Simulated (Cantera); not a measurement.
A Cantera script and its output.

```python
import numpy as np
import cantera as ct

gas = ct.Solution("gri30.yaml")
gas.TPX = 1150, 1800, {'N2O': 1}
reactor = ct.IdealGasConstPressureReactor(gas, energy="off", clone=False)
net = ct.ReactorNet([reactor])
net.rtol, net.atol = 1e-08, 1e-18
show = ['N2O', 'NO', 'O2', 'N2', 'O', 'NO2']
times = np.geomspace(7e-06, 30, 15)

steps = ct.SolutionArray(gas, extra=["t"])
rows = []
print(f"{'t/s':>10s}{'T/K':>9s}{'P/Pa':>11s}" + "".join(f"{s:>11s}" for s in show))
for t in times:
    while net.time < t:
        t_next = net.step()
        steps.append(gas.state, t=t_next)
    rows.append([np.interp(t, steps.t, y) for y in (steps.T, steps.P, *steps(*show).X.T)])
    print(f"{t:10.3e}{rows[-1][0]:9.1f}{rows[-1][1]:11.4g}" + "".join(f"{x:11.3e}" for x in rows[-1][2:]))
rate = np.gradient(steps.T, steps.t)
print("integrator steps:", len(steps.t))
if steps.T.max() > steps.T[0] + 200:
    print(f"time of steepest temperature rise: {steps.t[rate.argmax()]:.4e} s")
gas.TPX = 1150, 1800, {'N2O': 1}
gas.equilibrate("TP")
print(f"equilibrium (TP): T = {gas.T:.1f} K  " + "  ".join(f"{s} {gas[s].X[0]:.3e}" for s in show))
```

It prints:

```
       t/s      T/K       P/Pa        N2O         NO         O2         N2          O        NO2
 7.000e-06   1150.0       1800  1.000e+00  2.193e-11  1.172e-10  1.456e-08  1.431e-08  1.022e-22
 2.084e-05   1150.0       1800  1.000e+00  1.922e-10  1.027e-09  4.402e-08  4.187e-08  7.792e-21
 6.202e-05   1150.0       1800  1.000e+00  1.643e-09  8.779e-09  1.367e-07  1.184e-07  5.682e-19
 1.846e-04   1150.0       1800  1.000e+00  1.319e-08  7.045e-08  4.513e-07  3.038e-07  3.656e-17
 5.495e-04   1150.0       1800  1.000e+00  8.953e-08  4.784e-07  1.612e-06  6.106e-07  1.675e-15
 1.636e-03   1150.0       1800  1.000e+00  4.409e-07  2.356e-06  5.730e-06  7.986e-07  4.055e-14
 4.868e-03   1150.0       1800  1.000e+00  1.580e-06  8.443e-06  1.849e-05  8.112e-07  5.205e-13
 1.449e-02   1150.0       1800  9.999e-01  4.978e-06  2.660e-05  5.649e-05  8.112e-07  5.155e-12
 4.313e-02   1150.0       1800  9.997e-01  1.509e-05  8.062e-05  1.696e-04  8.112e-07  4.724e-11
 1.284e-01   1150.0       1800  9.992e-01  4.517e-05  2.414e-04  5.061e-04  8.112e-07  4.148e-10
 3.822e-01   1150.0       1800  9.976e-01  1.346e-04  7.191e-04  1.506e-03  8.112e-07  3.490e-09
 1.138e+00   1150.0       1800  9.930e-01  3.996e-04  2.135e-03  4.471e-03  8.112e-07  2.654e-08
 3.386e+00   1150.0       1800  9.793e-01  1.179e-03  6.299e-03  1.319e-02  8.111e-07  1.595e-07
 1.008e+01   1150.0       1800  9.401e-01  3.415e-03  1.825e-02  3.821e-02  8.108e-07  6.696e-07
 3.000e+01   1150.0       1800  8.350e-01  9.407e-03  5.029e-02  1.053e-01  8.100e-07  2.200e-06
integrator steps: 632
equilibrium (TP): T = 1150.0 K  N2O 1.366e-09  NO 1.530e-04  O2 3.333e-01  N2 6.666e-01  O 3.600e-08  NO2 5.597e-07
```

Computed with Cantera and GRI-Mech 3.0 (53 species, 325 reactions). GRI-Mech 3.0 was tuned for natural gas; its chemistry of N2O as a main component is partial and can be far from experiment. Radical loss at walls, strong at low pressure, is not modelled. The mechanism lacks the step 2 NO + O2 → 2 NO2, which can matter for NO2 below about 1400 K. The temperature is held fixed by assumption; the heat of reaction is taken as removed at once.
